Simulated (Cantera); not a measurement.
Feed: 1 mol Si2H6, 0.48 mol H2O, 2.2 mol N2, equilibrated at 873 K and 31.0 Pa.

Method: chemical equilibrium by Gibbs-energy minimisation in Cantera with the NASA 1993 tables (ideal gas, pure condensed phases). Candidate condensed phases: H2O, Si, SiO2, Si2N2O, Si3N4; 35 gas species. The feed counts by its element totals alone. N2 is the only nitrogen source here; it is nearly inert below about 1500 K, so the nitride shown seldom forms there in practice. Kinetics and transport are ignored.

Base state: H2 0.772, N2 0.228 (mole fractions); condensed: Si2N2O(s) + Si3N4(s).

Problem. What changes in the equilibrium state with this change: Si2H6 replaced by SiH4?

Solution. 
```tsv
species	before	after
H2	0.772	0.594
N2	0.228	0.406
Si2N2O(s), mol	0.480	0.480
Si3N4(s), mol	0.347	0.0133
```

Problem. What changes in the equilibrium state with this change: temperature from 873 K to 1598 K?

Solution. 
| species | before | after |
|---|---|---|
| H2 | 0.772 | 0.575 |
| N2 | 0.228 | 0.354 |
| SiO | <1e-9 | 0.0686 |
| H | 2.33e-9 | 0.00229 |
| Si | <1e-9 | 0.000302 |
| Si2N2O(s), mol | 0.480 | 0.0657 |
| Si3N4(s), mol | 0.347 | 0 |
| Si(s), mol | 0 | 1.45 |
Mutual solubility and eutectic melting of coexisting phases are not modelled.
